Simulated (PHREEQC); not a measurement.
0.39 g of hydrous ferric oxide (600 m²/g; 0.2 weak and 0.005 strong sites per Fe, Dzombak-Morel constants, diffuse double layer) in 1 kg of water with 0.05 mol/kgw of an inert sodium salt and 0.0018 mol/kgw NaF and 1.9e-06 mol/kgw NaH2PO4, at 25 °C; the pH is set by adding NaOH or the inert anion's acid. O2 is buffered at 0.21 atm. The system is closed to CO2. Nothing may precipitate in this run.

The series has 17 steps of pH, from 4 to 12.

Model: ion-association model, wateq4f.dat, run in PHREEQC.

Q: Near which pH is half of the P sorbed, and on which side is more sorbed?

A: Near pH 9.2, with more sorbed at lower pH.

Complexes and solids missing from the database can't appear. H3PO4, which wateq4f.dat lacks, is added to it with the constant of phreeqc.dat.
